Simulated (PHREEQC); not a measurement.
# Leach liquor

A solution holds 0.1 mol H2SO4, 0.00015 mol FeSO4 and 0.12 mol MnSO4 per kg of water, at 25 °C. Closed to the air; pH follows from the charge balance.

Computed with PHREEQC (ion-association model, phreeqc.dat).

Precipitation was switched off in this run.

Task: Predict the pH.

Result: pH 1.19.

Task: In which forms is S present?

Result: HSO4- 53 %, SO4-2 26 %, MnSO4 21 % of the S.
